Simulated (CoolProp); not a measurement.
Properties of benzene at several states (Tc = 562.0 K, pc = 49.06 bar, ω = 0.211).

Values from CoolProp's reference Helmholtz-energy equation of state, Thol 2012.

```json
[
 {"T (K)": "462.7", "p (bar)": "28", "phase": "liquid", "speed of sound (m/s)": "…", "Joule-Thomson coefficient (K/MPa)": "0.01831", "viscosity (µPa s)": "131", "Prandtl number": "…", "fugacity coefficient": "…"},
 {"T (K)": "444", "p (bar)": "0.101", "phase": "gas", "speed of sound (m/s)": "224.7", "Joule-Thomson coefficient (K/MPa)": "14.73", "viscosity (µPa s)": "…", "Prandtl number": "…", "fugacity coefficient": "0.9985"},
 {"T (K)": "477.6", "p (bar)": "250", "phase": "liquid", "speed of sound (m/s)": "808.4", "Joule-Thomson coefficient (K/MPa)": "-0.1997", "viscosity (µPa s)": "159", "Prandtl number": "3.30", "fugacity coefficient": "0.09850"}
]
```

Fill in the missing entries.


- 462.7, speed of sound (m/s): 623.5
- 462.7, Prandtl number: 3.28
- 462.7, fugacity coefficient: 0.3811
- 444, viscosity (µPa s): 11.2
- 444, Prandtl number: 0.745

Viscosity comes from a separate model (Avgeri 2014). Thermal conductivity comes from a separate model (Assael 2012).
